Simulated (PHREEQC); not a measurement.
Solution (9 °C): 110 mmol/kgw H3PO4, 8.9 mmol/kgw Na2HPO4 and 32 mmol/kgw NaCl. Closed to the air; pH follows from the charge balance.

Computed with PHREEQC (ion-association model, phreeqc.dat).

This is a speciation only: nothing precipitates in the calculation.

Predict the pH.

pH 1.71.

In which forms is P present?

H3PO4 65 %, H2PO4- 35 % of the P.

Species that the database lacks are ignored. Constants without temperature data keep their 25 °C values here.
